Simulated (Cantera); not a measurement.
Feed: 1 mol HMDSO, 0.59 mol NO, a varied amount of H2, held at 1398.15 K and 100 Torr.

Cantera equilibrium calculation (NASA polynomials, part measured and part estimated; ideal gas, pure solids and liquids). Candidate condensed phases: C, C6H6, C7H8, C8H18, H2O, Si, SiC, SiO2, Si2N2O, Si3N4; 151 gas species. The feed counts by its element totals alone. Mutual solubility and eutectic melting of coexisting phases are not modelled. The tables hold silica as quartz up to 1696 K and as liquid above; real silica turns to tridymite and cristobalite and melts near 1996 K. Equilibrium is a limit: real reactors are often held back by kinetics, nucleation or transport.

At 1.1 mol H2, list the 5 most abundant gas species with their mole fractions, and the condensed phases.

H2 0.970, CO 0.0294, CH4 0.000547, N2 0.000108, SiO 3.65e-5. Condensed: C(graphite) + SiC(s) + SiO2(β-quartz) + Si2N2O(s).
